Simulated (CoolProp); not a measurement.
The fluid at 326.93 K and 0.191 MPa (gas) is heated at constant pressure to 456.4 K. The same conditions are run with several fluids, on thermodynamics alone (safety and materials aside).

Model: reference Helmholtz-energy equation of state of each fluid (methane: Setzmann 1991; R507A: Lemmon 2003; R142b: Lemmon 2006; carbon dioxide: Span 1996; carbonyl sulfide: Lemmon 2006), in CoolProp. Blends and air are pseudo-pure fits.

```tsv
fluid	heat (kJ/kg)	final density (kg/m³)
methane	325	0.808
R507A	132	5.01
R142b	128	5.12
carbon dioxide	121	2.22
carbonyl sulfide	99.0	3.04
```
